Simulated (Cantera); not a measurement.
A Cantera script and its output.

```python
import numpy as np
import cantera as ct

gas = ct.Solution("gri30.yaml")


def delay(T, t_max=10):
    gas.TPX = T, 220000, {'CH4': 1, 'CO': 0.33, 'O2': 1.97, 'N2': 8.86}
    reactor = ct.IdealGasConstPressureReactor(gas, clone=False)
    net = ct.ReactorNet([reactor])
    net.rtol, net.atol = 1e-8, 1e-16
    while net.time < t_max:
        t_old, T_old = net.time, reactor.T
        net.step()
        if reactor.T > T + 400:  # ignition: a rise of 400 K
            return t_old + (T + 400 - T_old) / (reactor.T - T_old) * (net.time - t_old)
    return np.nan


taus = []
for T in [1200, 1250, 1300, 1350, 1400, 1450, 1500, 1550]:
    taus.append(delay(T))
    print(f"T0 = {T:6g} K   tau = {taus[-1]:.4e} s")
```

Output:

```
T0 =   1200 K   tau = 3.5572e-02 s
T0 =   1250 K   tau = 1.7438e-02 s
T0 =   1300 K   tau = 8.8607e-03 s
T0 =   1350 K   tau = 4.6530e-03 s
T0 =   1400 K   tau = 2.5215e-03 s
T0 =   1450 K   tau = 1.4105e-03 s
T0 =   1500 K   tau = 8.1569e-04 s
T0 =   1550 K   tau = 4.8859e-04 s
```

Model: GRI-Mech 3.0 (53 species, 325 reactions), integrated in Cantera.
